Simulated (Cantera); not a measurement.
Charge: 1 mol SiHCl3, 0.78 mol CH4, 47 mol H2, held at 0.0130 bar.

Cantera equilibrium calculation (NASA polynomials, part measured and part estimated; ideal gas, pure solids and liquids). Candidate condensed phases: C, C6H6, C7H8, C8H18, Si, SiC; 109 gas species. The tables' values for SiCl are old estimates; treat these amounts as uncertain. Gases not in the tables: Si2H6 and higher silanes. Kinetics and transport are ignored.

Question: At 2073 K, list the 6 most abundant gas species with their mole fractions, and the condensed phases.

Answer: H2 0.919, HCl 0.0536, H 0.0221, Si 0.00206, SiCl2 0.00185, Cl 0.000952. Condensed: SiC(s).
